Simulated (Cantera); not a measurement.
Feed: 1 mol TiO2, 0.34 mol SiCl4, 4.8 mol O2, equilibrated at 1550 K and 0.00260 bar.

Method: chemical equilibrium by Gibbs-energy minimisation in Cantera with the NASA 1993 tables (ideal gas, pure condensed phases). Candidate condensed phases: Si, SiO2, Ti, TiCl2, TiCl3, TiCl4, TiO, TiO2, Ti2O3, Ti3O5, Ti4O7; 24 gas species. Mutual solubility and eutectic melting of coexisting phases are not modelled. The tables hold silica as quartz up to 1696 K and as liquid above; real silica turns to tridymite and cristobalite and melts near 1996 K. Condensed phases not in the tables: alloys, solid solutions and most ternary compounds. Kinetics and transport are ignored.

Base state: O2 0.779, Cl 0.204, Cl2 0.0166, ClO 0.000212, O 0.000135 (mole fractions); condensed: SiO2(β-quartz) + TiO2(rutile).

Question: What changes in the equilibrium state with this change: pressure from 0.00260 bar to 0.0460 bar?

Answer: 
| species | before | after |
|---|---|---|
| O2 | 0.779 | 0.823 |
| Cl | 0.204 | 0.103 |
| Cl2 | 0.0166 | 0.0740 |
| O | 0.000135 | 3.31e-5 |
| ClO | 0.000212 | 0.000461 |
| SiO2(β-quartz), mol | 0.340 | 0.340 |
| TiO2(rutile), mol | 1.000 | 1.000 |
